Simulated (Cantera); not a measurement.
Ignition delay

Mixture: 4.07 % CH4, 0.529 % C2H6, 0.126 % C3H8, 20.0 % O2, 75.3 % N2, at 5.00 bar, adiabatic and at constant pressure. Ignition delay is the time to a rise of 400 K.

Cantera simulation using GRI-Mech 3.0 (53 species, 325 reactions); the numbers are that mechanism's predictions, not measurements.

| T0 (K) | delay (ms) |
|---|---|
| 1050 | 15.0 |
| 1125 | 3.93 |
| 1200 | 1.28 |
| 1275 | 0.500 |
| 1350 | 0.221 |
| 1425 | 0.107 |
| 1500 | 0.0557 |
| 1575 | 0.0311 |
| 1650 | 0.0186 |

| Property | Result |
|---|---|
| apparent activation energy between 1500 and 1650 K | 150 kJ/mol |
